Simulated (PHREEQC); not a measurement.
A solution holds 6.4 mmol/kgw HCl and 12 mmol/kgw CuCl2, at 25 °C. Closed to the air; pH follows from the charge balance.

Equilibrium calculation in PHREEQC: ion-association model, wateq4f.dat.

The ionic strength comes out as 0.0415 mol/kgw. What activity coefficients do Cu+2, Cl-, H+, CuCl+ get?

Cu+2 0.51, Cl- 0.82, H+ 0.86, CuCl+ 0.83.

No solid was allowed to form.
